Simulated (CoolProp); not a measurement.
C3F8 (R218) along the isobar 101 kPa: Z from the reference equation and from simpler models built on Tc = 71.9 °C, pc = 2640 kPa, ω = 0.317; each cubic takes its own stable root.

Computed with CoolProp (reference Helmholtz-energy equation of state, Lemmon 2006). It is a short technical equation, of lower accuracy than the large ones.

| T (°C) | phase | reference |
|---|---|---|
| -135.65 | liquid | 0.008450 |
| -110.45 | liquid | 0.007478 |
| -85.25 | liquid | 0.006793 |
| -60.05 | liquid | 0.006306 |
| -34.85 | gas | 0.9488 |
| -9.65 | gas | 0.9662 |
| 15.55 | gas | 0.9761 |
| 40.75 | gas | 0.9823 |
| 66.05 | gas | 0.9866 |
| 91.25 | gas | 0.9896 |
| 116.45 | gas | 0.9919 |
| 141.65 | gas | 0.9936 |
| 166.85 | gas | 0.9949 |

Task: How far does each simpler model (Redlich-Kwong, Soave-Redlich-Kwong, Peng-Robinson) lie from the reference over these 13 states: mean and median of the absolute difference, and the worst?

Result: 
- Redlich-Kwong: mean 3.2 %, median 0.2 %, worst +10.3 % at -135.65 °C and 101 kPa
- Soave-Redlich-Kwong: mean 2.1 %, median 0.1 %, worst +8.4 % at -135.65 °C and 101 kPa
- Peng-Robinson: mean 1.7 %, median 0.2 %, worst -6.6 % at -60.05 °C and 101 kPa
